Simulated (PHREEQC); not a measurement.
LiOH is added in steps, without added water, to 1 kg of water holding 1.4 mmol/kgw NH4HF2, at 25 °C. O2 is buffered at 0.21 atm. CO2 from the air is kept out. Precipitation was switched off in this run.

Base run: PHREEQC, ion-association model, wateq4f.dat. Each further column changes one thing. The table gives HF (mol/kgw).

```tsv
LiOH added (mol)	base	Debye-Hückel limiting law	database phreeqc.dat	metal-ligand complexes left out	all activity coefficients set to 1
0	0.000986	0.000985	0.000990	0.000986	0.00101
0.000975	0.000324	0.000323	0.000324	0.000324	0.000331
0.002275	1.40e-9	1.39e-9	1.40e-9	1.40e-9	1.48e-9
0.00325	8.34e-11	8.35e-11	8.43e-11	8.34e-11	8.40e-11
0.004225	2.91e-11	2.91e-11	2.94e-11	2.91e-11	2.91e-11
0.005525	1.53e-11	1.54e-11	1.55e-11	1.53e-11	1.54e-11
0.0065	1.13e-11	1.13e-11	1.14e-11	1.13e-11	1.13e-11
```

 phreeqc.dat and wateq4f.dat share most of their constants, so their agreement is no independent check.
